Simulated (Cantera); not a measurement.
Input (Python, Cantera) and output of one run.

```python
import numpy as np
import cantera as ct

gas_names = """
    CL CLO CL2 N NO NO2 NO3 N2 N2O O O2 O3 Ti TiCL TiCL2 TiCL3 TiCL4 TiO TiOCL TiOCL2 TiO2
""".split()
cond_names = """
    Ti(a) Ti(b) Ti(L) TiCL2(s) TiCL3(s) TiCL4(L) TiN(s) TiN(L) TiO(a) TiO(b) TiO(L) TiO2(ru) TiO2(L)
    Ti2O3(a) Ti2O3(b) Ti2O3(L) Ti3O5(a) Ti3O5(b) Ti3O5(L) Ti4O7(s) Ti4O7(L)
""".split()


# ... load() reads the species with a 1 bar reference pressure and builds the phases ...
atoms = {
    'TiCl4': {'Ti': 1, 'CL': 4},
    'N2': {'N': 2},
    'O2': {'O': 2},
}
top_T = {'TiCL2(s)': 1300, 'TiCL3(s)': 1000}  # K; cautious upper limits of use, not melting points


# ... equilibrate(T, P, feed) seeds the gas with the atoms and calls Mixture.equilibrate('TP', solver="vcs", rtol=1e-11, max_steps=5000) ...
results = []
feed = {'TiCl4': 1, 'N2': 0.4, 'O2': 0.69}  # mol
for P in [10, 46, 220, 1000, 4600, 22000, 100000]:
    for T in [1748, 1798, 1848, 1898, 1948, 1998, 2048, 2098, 2148, 2198]:
        mix = equilibrate(T, P, feed)
        results.append((T, P, feed, dict(zip(mix.species_names, mix.species_moles))))

for T, P, feed, n in results:
    print(f"{T:7g} {P:10.4g}  " + (" + ".join(c for c in cond_names if n.get(c, 0) > 1e-12) or "gas only"))
```

It prints:

```
   1748         10  TiO2(ru)
   1798         10  TiO2(ru) + Ti4O7(s)
   1848         10  Ti4O7(s)
   1898         10  Ti3O5(b)
   1948         10  Ti3O5(b)
   1998         10  Ti3O5(b)
   2048         10  Ti3O5(b)
   2098         10  Ti3O5(L)
   2148         10  Ti3O5(L)
   2198         10  Ti3O5(L)
   1748         46  TiO2(ru)
   1798         46  TiO2(ru)
   1848         46  TiO2(ru)
   1898         46  TiO2(ru)
   1948         46  Ti4O7(s)
   1998         46  Ti4O7(L)
   2048         46  Ti4O7(L)
   2098         46  Ti4O7(L)
   2148         46  Ti3O5(L)
   2198         46  Ti3O5(L)
   1748        220  TiO2(ru)
   1798        220  TiO2(ru)
   1848        220  TiO2(ru)
   1898        220  TiO2(ru)
   1948        220  TiO2(ru)
   1998        220  TiO2(ru)
   2048        220  Ti4O7(L)
   2098        220  Ti4O7(L)
   2148        220  Ti4O7(L)
   2198        220  Ti4O7(L)
   1748       1000  TiO2(ru)
   1798       1000  TiO2(ru)
   1848       1000  TiO2(ru)
   1898       1000  TiO2(ru)
   1948       1000  TiO2(ru)
   1998       1000  TiO2(ru)
   2048       1000  TiO2(ru)
   2098       1000  TiO2(ru) + Ti4O7(L)
   2148       1000  Ti4O7(L)
   2198       1000  Ti4O7(L)
   1748       4600  TiO2(ru)
   1798       4600  TiO2(ru)
   1848       4600  TiO2(ru)
   1898       4600  TiO2(ru)
   1948       4600  TiO2(ru)
   1998       4600  TiO2(ru)
   2048       4600  TiO2(ru)
   2098       4600  TiO2(ru)
   2148       4600  TiO2(L)
   2198       4600  TiO2(L)
   1748    2.2e+04  TiO2(ru)
   1798    2.2e+04  TiO2(ru)
   1848    2.2e+04  TiO2(ru)
   1898    2.2e+04  TiO2(ru)
   1948    2.2e+04  TiO2(ru)
   1998    2.2e+04  TiO2(ru)
   2048    2.2e+04  TiO2(ru)
   2098    2.2e+04  TiO2(ru)
   2148    2.2e+04  TiO2(L)
   2198    2.2e+04  TiO2(L)
   1748      1e+05  TiO2(ru)
   1798      1e+05  TiO2(ru)
   1848      1e+05  TiO2(ru)
   1898      1e+05  TiO2(ru)
   1948      1e+05  TiO2(ru)
   1998      1e+05  TiO2(ru)
   2048      1e+05  TiO2(ru)
   2098      1e+05  TiO2(ru)
   2148      1e+05  TiO2(L)
   2198      1e+05  TiO2(L)
```

Cantera equilibrium calculation (NASA polynomials, part measured and part estimated; ideal gas, pure solids and liquids). Mutual solubility and eutectic melting of coexisting phases are not modelled. The tables' values for TiCl2 are old estimates. Condensed phases not in the tables: Magnéli phases beyond Ti4O7.
